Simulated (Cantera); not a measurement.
A closed system holds: 1 mol Cr₂O₃, 15 mol H₂, 2.5 mol N₂, at 2248 K and 1.80 bar.

Equilibrium computed with Cantera from the NASA thermochemical tables; the gas is ideal and each condensed phase is pure. Candidate condensed phases: Cr, CrN, Cr₂N, Cr₂O₃, H₂O; 29 gas species. Mutual solubility and eutectic melting of coexisting phases are not modelled. Equilibrium is a limit: real reactors are often held back by kinetics, nucleation or transport.

Base state: H₂ 0.817, N₂ 0.141, H₂O 0.0291, Cr 0.00697, H 0.00495, CrO 0.000215, OH 2.64e-5 (mole fractions); condensed: Cr(l) + Cr₂O₃(s).

What changes in the equilibrium state with this change: temperature from 2248 K to 1773 K?


```csv
species,before,after
H₂,0.817,0.852
N₂,0.141,0.143
H₂O,0.0291,0.00487
Cr,0.00697,3.51e-5
CrO,0.000215,1.01e-7
OH,2.64e-5,6.93e-8
H,0.00495,0.000196
NH₃,6.97e-6,1.65e-5
"Cr(l), mol",0.219,0
"Cr₂O₃(s), mol",0.827,0.972
"Cr(s), mol",0,0.0562
```
